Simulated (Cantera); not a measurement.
A Cantera script and what it prints.

```python
import numpy as np
import cantera as ct

gas_names = """
    H HO2 H2 H2O H2O2 O OH O2 O3 Si SiH SiH2 SiH3 SiH4 SiO SiO2 Si2 Si3
""".split()
cond_names = """
    H2O(s) H2O(L) Si(cr) Si(L) SiO2(Lqz) SiO2(hqz) SiO2(L)
""".split()


# ... load() reads the species with a 1 bar reference pressure and builds the phases ...
atoms = {
    'SiO2': {'Si': 1, 'O': 2},
    'H2': {'H': 2},
    'H2O': {'H': 2, 'O': 1},
}
top_T = {}  # K; cautious upper limits of use, not melting points


# ... equilibrate(T, P, feed) seeds the gas with the atoms and calls Mixture.equilibrate('TP', solver="vcs", rtol=1e-11, max_steps=5000) ...
results = []
feed = {'SiO2': 1, 'H2': 2800, 'H2O': 1}  # mol
T = 1975  # K
P = 6800  # Pa
mix = equilibrate(T, P, feed)
results.append((T, P, feed, dict(zip(mix.species_names, mix.species_moles))))
print(gas.report(threshold=1e-06))
for i in range(1, mix.n_phases):
    print(f"{mix.phase(i).name:16s} {mix.phase_moles(i):12.5e} mol")
```

Output:

```
       temperature   1975 K
          pressure   6800 Pa
           density   0.00084356 kg/m^3
  mean mol. weight   2.0371 kg/kmol
   phase of matter   gas

                          1 kg             1 kmol
                     ---------------   ---------------
          enthalpy        2.6013e+07         5.299e+07  J
   internal energy        1.7952e+07        3.6569e+07  J
           entropy         1.034e+05        2.1064e+05  J/K
    Gibbs function       -1.7821e+08       -3.6302e+08  J
 heat capacity c_p             16717             34055  J/K
 heat capacity c_v             12636             25740  J/K

                      mass frac. Y      mole frac. X     chem. pot. / RT
                     ---------------   ---------------   ---------------
                 H         0.0025883         0.0052307           -11.068
                H2           0.98341            0.9937           -22.135
               H2O         0.0062927        0.00071157           -52.078
               SiO         0.0077027        0.00035594           -46.358
     [  +14 minor]         3.245e-06        3.7552e-07

Si(L)             0.00000e+00 mol
SiO2(L)           0.00000e+00 mol
```

Cantera equilibrium calculation (NASA polynomials, part measured and part estimated; ideal gas, pure solids and liquids).
